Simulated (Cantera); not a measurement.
Input (Python, Cantera):

```python
import numpy as np
import cantera as ct

gas = ct.Solution("gri30.yaml")
gas.TPX = 1148, 100000, {'H2': 1.3, 'O2': 1, 'N2': 5.4}
reactor = ct.IdealGasConstPressureReactor(gas, energy="off", clone=False)
net = ct.ReactorNet([reactor])
net.rtol, net.atol = 1e-08, 1e-18
show = ['H2', 'O2', 'HO2', 'H', 'OH', 'O']
times = np.geomspace(0.001, 10, 9)

steps = ct.SolutionArray(gas, extra=["t"])
rows = []
print(f"{'t/s':>10s}{'T/K':>9s}{'P/Pa':>11s}" + "".join(f"{s:>11s}" for s in show))
for t in times:
    while net.time < t:
        t_next = net.step()
        steps.append(gas.state, t=t_next)
    rows.append([np.interp(t, steps.t, y) for y in (steps.T, steps.P, *steps(*show).X.T)])
    print(f"{t:10.3e}{rows[-1][0]:9.1f}{rows[-1][1]:11.4g}" + "".join(f"{x:11.3e}" for x in rows[-1][2:]))
rate = np.gradient(steps.T, steps.t)
print("integrator steps:", len(steps.t))
if steps.T.max() > steps.T[0] + 200:
    print(f"time of steepest temperature rise: {steps.t[rate.argmax()]:.4e} s")
gas.TPX = 1148, 100000, {'H2': 1.3, 'O2': 1, 'N2': 5.4}
gas.equilibrate("TP")
print(f"equilibrium (TP): T = {gas.T:.1f} K  " + "  ".join(f"{s} {gas[s].X[0]:.3e}" for s in show))
```

It prints:

```
       t/s      T/K       P/Pa         H2         O2        HO2          H         OH          O
 1.000e-03   1148.0      1e+05  4.735e-04  4.984e-02  1.509e-05  4.079e-06  6.202e-05  1.125e-05
 3.162e-03   1148.0      1e+05  1.182e-04  4.969e-02  4.768e-06  3.848e-07  2.397e-05  1.524e-06
 1.000e-02   1148.0      1e+05  1.710e-05  4.965e-02  7.897e-07  2.794e-08  1.182e-05  2.100e-07
 3.162e-02   1148.0      1e+05  6.826e-07  4.964e-02  5.025e-08  8.257e-10  6.680e-06  4.406e-08
 1.000e-01   1148.0      1e+05  1.879e-08  4.964e-02  7.383e-09  5.334e-11  3.846e-06  1.413e-08
 3.162e-01   1148.0      1e+05  6.274e-09  4.964e-02  3.579e-09  1.254e-11  2.311e-06  5.124e-09
 1.000e+00   1148.0      1e+05  3.674e-09  4.964e-02  3.252e-09  5.124e-12  1.546e-06  2.302e-09
 3.162e+00   1148.0      1e+05  3.431e-09  4.964e-02  3.363e-09  4.271e-12  1.371e-06  1.814e-09
 1.000e+01   1148.0      1e+05  3.423e-09  4.964e-02  3.371e-09  4.229e-12  1.361e-06  1.788e-09
integrator steps: 1620
equilibrium (TP): T = 1148.0 K  H2 3.421e-09  O2 4.961e-02  HO2 3.372e-09  H 4.218e-12  OH 1.358e-06  O 1.780e-09
```

Detailed kinetics in Cantera: GRI-Mech 3.0 (53 species, 325 reactions). The temperature is held fixed by assumption; the heat of reaction is taken as removed at once.
